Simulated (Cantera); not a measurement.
A closed system holds: 1 mol PbS, 7.1 mol H₂, held at 1850 K and 0.100 bar.

Method: chemical equilibrium by Gibbs-energy minimisation in Cantera with the NASA 1993 tables (ideal gas, pure condensed phases). Candidate condensed phases: Pb, PbS, S; 10 gas species. Equilibrium is a limit: real reactors are often held back by kinetics, nucleation or transport.

### Question
What is the equilibrium state?

### Answer
- x(H₂): 0.833
- x(PbS): 0.0649
- x(Pb): 0.0566
- x(H₂S): 0.0267
- x(S₂): 0.0122
- x(SH): 0.00503
- x(H): 0.00155
- x(S): 0.000385
- x(Pb₂): 2.13e-6
- gas amount: 8.231 mol
- log10 activity of Pb(l) (absent): -1.82
- log10 activity of S(l) (absent): -2.95
